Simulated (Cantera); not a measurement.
A freely propagating, adiabatic, planar premixed flame of 8.69 % CH₄, 0.356 % C₂H₆, 0.339 % C₃H₈, 15.6 % O₂, 75.0 % N₂, unburnt at 550 K and 1000000 Pa; mixture-averaged transport, grid criteria slope 0.08 and curve 0.16, no radiation.

Cantera simulation using GRI-Mech 3.0 (53 species, 325 reactions); the numbers are that mechanism's predictions, not measurements. Burning velocities carry a grid error of a few per cent, more on coarse grids.

Question: Predict: laminar burning velocity; thermal thickness; peak x(H₂); peak x(CH₂); peak x(O).

Answer: 
```json
{
  "laminar_burning_velocity": "15.6 cm/s",
  "thermal_thickness": "0.174 mm",
  "peak x(H₂)": "0.0374",
  "peak x(CH₂)": "7.46e-6",
  "peak x(O)": "2.05e-5"
}
```
